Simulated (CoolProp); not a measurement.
Methane along the isobar 6.11 MPa: Z from the reference equation and from simpler models built on Tc = 190.6 K, pc = 4.599 MPa, ω = 0.011; each cubic takes its own stable root.

Values from CoolProp's reference Helmholtz-energy equation of state, Setzmann 1991.

```json
[
 {"T (K)": "158", "phase": "liquid", "reference": "0.2108"},
 {"T (K)": "170.7", "phase": "liquid", "reference": "0.2115"},
 {"T (K)": "183.5", "phase": "liquid", "reference": "0.2215"},
 {"T (K)": "196.3", "phase": "supercritical", "reference": "0.2715"},
 {"T (K)": "209.1", "phase": "supercritical", "reference": "0.5380"},
 {"T (K)": "221.9", "phase": "supercritical", "reference": "0.6648"},
 {"T (K)": "234.7", "phase": "supercritical", "reference": "0.7392"},
 {"T (K)": "247.5", "phase": "supercritical", "reference": "0.7908"},
 {"T (K)": "260.3", "phase": "supercritical", "reference": "0.8291"},
 {"T (K)": "273.1", "phase": "supercritical", "reference": "0.8588"},
 {"T (K)": "285.9", "phase": "supercritical", "reference": "0.8825"}
]
```

Task: How far does each simpler model (van der Waals, Soave-Redlich-Kwong) lie from the reference over these 11 states: mean and median of the absolute difference, and the worst?

Result: 
- van der Waals: mean 15.8 %, median 3.5 %, worst +42.0 % at 158 K and 6.11 MPa
- Soave-Redlich-Kwong: mean 3.8 %, median 0.9 %, worst +15.6 % at 196.3 K and 6.11 MPa
